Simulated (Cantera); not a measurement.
## Equilibrium for nitride etching: BN + H2 + F2

Charge: 1 mol BN, a varied amount of H2, 2.5 mol F2, equilibrated at 1223.15 K and 750 Torr.

These are equilibrium values from Cantera (NASA tables, ideal gas, pure condensed phases), not measurements of a reactor. Candidate condensed phases: B, BN; 31 gas species. Kinetics and transport are ignored.

```csv
n(H2) (mol),x H2,x HF,x BF3,x N2,x BHF2,x NH3,x H2F2
8.7,0.687,0.179,0.0893,0.0446,2.85e-5,2.07e-5,6.71e-7
12,0.759,0.138,0.0689,0.0345,3.15e-5,2.11e-5,4.00e-7
16,0.811,0.108,0.0540,0.0270,3.36e-5,2.06e-5,2.46e-7
21,0.851,0.0851,0.0425,0.0213,3.53e-5,1.97e-5,1.53e-7
29,0.889,0.0635,0.0317,0.0159,3.68e-5,1.81e-5,8.49e-8
38,0.914,0.0494,0.0247,0.0123,3.78e-5,1.67e-5,5.14e-8
52,0.936,0.0367,0.0183,0.00917,3.87e-5,1.49e-5,2.84e-8
70,0.952,0.0276,0.0138,0.00689,3.93e-5,1.32e-5,1.61e-8
94,0.964,0.0208,0.0103,0.00518,3.98e-5,1.17e-5,9.07e-9
130,0.974,0.0151,0.00751,0.00377,4.01e-5,1.01e-5,4.82e-9
170,0.980,0.0116,0.00576,0.00289,4.03e-5,8.97e-6,2.85e-9
230,0.985,0.00864,0.00426,0.00215,4.03e-5,7.78e-6,1.57e-9
310,0.989,0.00644,0.00316,0.00160,4.03e-5,6.75e-6,8.73e-10
```
x: gas mole fraction; nothing condenses.

From 8.7 mol H2 to 310 mol H2 nothing is condensed. The main B-bearing gas is BF3 throughout.
